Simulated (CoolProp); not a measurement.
Properties of R410A along the isotherm 94.35 °C (Tc = 71.3 °C, pc = 4901 kPa, ω = 0.296).

Model: reference Helmholtz-energy equation of state, Lemmon 2003, in CoolProp. It is a pseudo-pure fit of the blend.

| p (kPa) | phase | Z | isothermal compressibility (1/MPa) | viscosity (µPa s) | conductivity (mW/(m K)) |
|---|---|---|---|---|---|
| 77.5 | gas | 0.9953 | 12.96 | 15.9 | 18.4 |
| 176 | gas | 0.9894 | 5.743 | 16.0 | 18.5 |
| 401 | gas | 0.9756 | 2.557 | 16.0 | 18.7 |
| 913 | gas | 0.9436 | 1.163 | 16.2 | 19.2 |
| 2080 | gas | 0.8665 | 0.5605 | 16.7 | 20.4 |
| 4730 | gas | 0.6559 | 0.3544 | 19.6 | 24.4 |
| 10800 | supercritical | 0.3410 | 0.04713 | 63.5 | 57.4 |
| 24500 | supercritical | 0.6063 | 0.008479 | 95.6 | 79.6 |

Viscosity comes from a separate model (Geller 2000). Thermal conductivity comes from a separate model (Geller 2001).
